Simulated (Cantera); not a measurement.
Feed: 1 mol Ta(OEt)5, 4 mol H2O, at 0.110 Pa.

Equilibrium computed with Cantera from the NASA thermochemical tables; the gas is ideal and each condensed phase is pure. Candidate condensed phases: C, C6H6, C7H8, C8H18, H2O, Ta, TaC, Ta2O5; 113 gas species. The feed counts by its element totals alone. TaC: taken at fixed stoichiometry. Condensed phases not in the tables: Ta2C. Rates play no part.

log p: log10 of the partial pressure in bar; n: condensed amount in mol.

```
T (K)  log p H  log p H2  log p CO  log p C  log p Ta  log p TaO     log p O  n TaC(s)
-----  -------  --------  --------  -------  --------  ---------  ----------  --------
1100    -10.66     -6.15     -6.41     <-17      <-17       <-17        <-17      1.00
1200     -9.78     -6.15     -6.41     <-17      <-17       <-17        <-17      1.00
1300     -9.03     -6.15     -6.41     <-17      <-17       <-17        <-17      1.00
1400     -8.39     -6.15     -6.41     <-17      <-17       <-17        <-17      1.00
1500     -7.83     -6.16     -6.41     <-17      <-17       <-17        <-17      1.00
1600     -7.35     -6.17     -6.42   -16.92      <-17     -17.41  (withheld)      1.00
1700     -6.94     -6.21     -6.43   -15.77      <-17     -16.11  (withheld)      1.00
1800     -6.60     -6.30     -6.46   -14.75    -17.25     -14.98  (withheld)      1.00
1900     -6.34     -6.48     -6.51   -13.80    -15.70     -14.07  (withheld)      1.00
2000     -6.18     -6.78     -6.57   -12.94    -14.30     -13.26  (withheld)     1.000
2100     -6.10     -7.20     -6.60   -12.17    -13.04     -12.53  (withheld)     1.000
2200     -6.08     -7.66     -6.62   -11.43    -11.92     -11.90  (withheld)     1.000
2300     -6.07     -8.11     -6.62   -10.72    -10.95     -11.41  (withheld)     0.999
2400     -6.07     -8.53     -6.63   -10.01    -10.10     -11.05  (withheld)     0.997
```

Task: Some entries are withheld; supply them.

Result: 
- 1600, log p O: -17.78
- 1700, log p O: -16.85
- 1800, log p O: -16.04
- 1900, log p O: -15.37
- 2000, log p O: -14.78
- 2100, log p O: -14.24
- 2200, log p O: -13.76
- 2300, log p O: -13.35
- 2400, log p O: -13.02
